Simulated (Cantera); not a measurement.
Cantera run, input and output.

```python
import numpy as np
import cantera as ct

gas = ct.Solution("gri30.yaml")
gas.TPX = 1373, 11000, {'CH4': 0.12, 'N2': 73}
reactor = ct.IdealGasConstPressureReactor(gas, energy="off", clone=False)
net = ct.ReactorNet([reactor])
net.rtol, net.atol = 1e-08, 1e-18
show = ['CH4', 'CH2', 'C2H4', 'C2H', 'H2', 'C2H2']
times = np.geomspace(0.0004, 4, 9)

steps = ct.SolutionArray(gas, extra=["t"])
rows = []
print(f"{'t/s':>10s}{'T/K':>9s}{'P/Pa':>11s}" + "".join(f"{s:>11s}" for s in show))
for t in times:
    while net.time < t:
        t_next = net.step()
        steps.append(gas.state, t=t_next)
    rows.append([np.interp(t, steps.t, y) for y in (steps.T, steps.P, *steps(*show).X.T)])
    print(f"{t:10.3e}{rows[-1][0]:9.1f}{rows[-1][1]:11.4g}" + "".join(f"{x:11.3e}" for x in rows[-1][2:]))
rate = np.gradient(steps.T, steps.t)
print("integrator steps:", len(steps.t))
if steps.T.max() > steps.T[0] + 200:
    print(f"time of steepest temperature rise: {steps.t[rate.argmax()]:.4e} s")
gas.TPX = 1373, 11000, {'CH4': 0.12, 'N2': 73}
gas.equilibrate("TP")
print(f"equilibrium (TP): T = {gas.T:.1f} K  " + "  ".join(f"{s} {gas[s].X[0]:.3e}" for s in show))
```

Result:

```
       t/s      T/K       P/Pa        CH4        CH2       C2H4        C2H         H2       C2H2
 4.000e-04   1373.0    1.1e+04  1.641e-03  1.655e-16  8.997e-17  1.943e-30  4.554e-10  2.502e-21
 1.265e-03   1373.0    1.1e+04  1.641e-03  3.134e-15  4.704e-15  1.661e-27  2.775e-09  4.124e-19
 4.000e-03   1373.0    1.1e+04  1.641e-03  2.972e-14  2.062e-13  8.650e-25  1.148e-08  6.005e-17
 1.265e-02   1373.0    1.1e+04  1.641e-03  2.067e-13  7.369e-12  3.352e-22  3.924e-08  7.077e-15
 4.000e-02   1373.0    1.1e+04  1.641e-03  1.598e-12  2.388e-10  1.104e-19  1.274e-07  7.363e-13
 1.265e-01   1373.0    1.1e+04  1.640e-03  1.333e-11  7.295e-09  3.382e-17  4.189e-07  7.382e-11
 4.000e-01   1373.0    1.1e+04  1.638e-03  9.662e-11  1.902e-07  6.187e-15  1.676e-06  6.710e-09
 1.265e+00   1373.0    1.1e+04  1.625e-03  5.086e-10  3.606e-06  3.136e-13  1.255e-05  4.956e-07
 4.000e+00   1373.0    1.1e+04  1.525e-03  1.275e-09  2.925e-05  7.249e-12  1.294e-04  2.119e-05
integrator steps: 474
equilibrium (TP): T = 1373.0 K  CH4 1.870e-07  CH2 1.072e-13  C2H4 4.152e-09  C2H 2.206e-12  H2 2.457e-03  C2H2 1.360e-05
```

Model: GRI-Mech 3.0 (53 species, 325 reactions), integrated in Cantera. GRI-Mech 3.0 stops at C3 and has no aromatics, soot or wall deposition, so with more carbon than oxygen in the feed, carbon stays in small species such as C2H2 where larger ones or solid carbon would form.
